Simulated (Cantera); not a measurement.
**SiO2 + HCl + O2 (oxide etching and cleaning by halides)**

Input: 1 mol SiO2, 2.2 mol HCl, 1 mol O2, held at 1200 Pa.

Equilibrium computed with Cantera from the NASA thermochemical tables; the gas is ideal and each condensed phase is pure. Candidate condensed phases: H2O, Si, SiO2; 30 gas species. The tables hold silica as quartz up to 1696 K and as liquid above; real silica turns to tridymite and cristobalite and melts near 1996 K. The numbers say what is thermodynamically allowed, not how fast it happens.

At 475 °C the condensed part is SiO2(α-quartz). From 575 °C to 1375 °C the condensed part is SiO2(β-quartz). From 1475 °C to 1675 °C the condensed part is SiO2(condensed).

```csv
T (°C),x HCl,x O2,x Cl,x H2O,x Cl2,x OH,x O,x H2,n SiO2(α-quartz),n SiO2(β-quartz),n SiO2(condensed)
475,0.394,0.252,9.88e-6,0.177,0.177,6.74e-10,<1e-12,<1e-12,1.00,0,0
575,0.480,0.269,8.66e-5,0.126,0.126,1.25e-8,3.23e-12,<1e-12,0,1.00,0
675,0.536,0.281,0.000472,0.0914,0.0912,1.22e-7,1.44e-10,2.68e-11,0,1.00,0
775,0.572,0.288,0.00184,0.0691,0.0682,7.65e-7,3.10e-9,4.02e-10,0,1.00,0
875,0.595,0.293,0.00557,0.0547,0.0519,3.47e-6,3.92e-8,3.79e-9,0,1.00,0
975,0.607,0.295,0.0138,0.0460,0.0390,1.25e-5,3.30e-7,2.57e-8,0,1.00,0
1075,0.608,0.293,0.0286,0.0422,0.0279,3.83e-5,2.02e-6,1.40e-7,0,1.00,0
1175,0.599,0.290,0.0500,0.0431,0.0182,0.000105,9.59e-6,6.74e-7,0,1.00,0
1275,0.580,0.284,0.0759,0.0487,0.0108,0.000267,3.71e-5,2.94e-6,0,1.00,0
1375,0.555,0.276,0.104,0.0580,0.00619,0.000622,0.000121,1.16e-5,0,1.00,0
1475,0.525,0.267,0.133,0.0695,0.00353,0.00133,0.000346,4.02e-5,0,0,1.000
1575,0.492,0.257,0.163,0.0822,0.00206,0.00264,0.000876,0.000123,0,0,1.000
1675,0.458,0.246,0.193,0.0949,0.00123,0.00483,0.00201,0.000337,0,0,1.000
```
x: gas mole fraction; n: condensed amount in mol.
